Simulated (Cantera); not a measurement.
## Thermodynamics of oxide etching and cleaning by halides, feed CaO + Cl2

Charge: 1 mol CaO, 7.7 mol Cl2, equilibrated at 0.300 bar.

Method: chemical equilibrium by Gibbs-energy minimisation in Cantera with the NASA 1993 tables (ideal gas, pure condensed phases). Candidate condensed phases: Ca, CaCl2, CaO; 11 gas species. Condensed phases not in the tables: oxide chlorides. The numbers say what is thermodynamically allowed, not how fast it happens.

From 698 K to 998 K the condensed part is CaCl2(s). From 1148 K to 1748 K the condensed part is CaCl2(l). At 1898 K nothing is condensed.

| T (K) | log p Cl2 | log p Cl | log p CaCl2 | log p O2 | log p ClO | log p O | log p CaCl | n CaCl2(s) | n CaCl2(l) |
|---|---|---|---|---|---|---|---|---|---|
| 698 | -0.55 | -6.48 | <-12 | -1.68 | -8.03 | <-12 | <-12 | 1.00 | 0 |
| 848 | -0.55 | -4.85 | -10.59 | -1.68 | -6.69 | <-12 | <-12 | 1.00 | 0 |
| 998 | -0.55 | -3.70 | -7.69 | -1.68 | -5.75 | -10.67 | <-12 | 1.00 | 0 |
| 1148 | -0.56 | -2.85 | -5.70 | -1.68 | -5.05 | -8.94 | <-12 | 0 | 1.000 |
| 1298 | -0.56 | -2.20 | -4.26 | -1.69 | -4.52 | -7.61 | <-12 | 0 | 0.999 |
| 1448 | -0.59 | -1.68 | -3.13 | -1.70 | -4.11 | -6.56 | <-12 | 0 | 0.982 |
| 1598 | -0.65 | -1.29 | -2.24 | -1.73 | -3.81 | -5.71 | -10.91 | 0 | 0.847 |
| 1748 | -0.80 | -1.01 | -1.52 | -1.82 | -3.65 | -5.04 | -9.10 | 0 | 0.0228 |
| 1898 | -0.99 | -0.80 | -1.57 | -1.87 | -3.53 | -4.47 | -8.21 | 0 | 0 |
log p: log10 of the partial pressure in bar; n: condensed amount in mol.
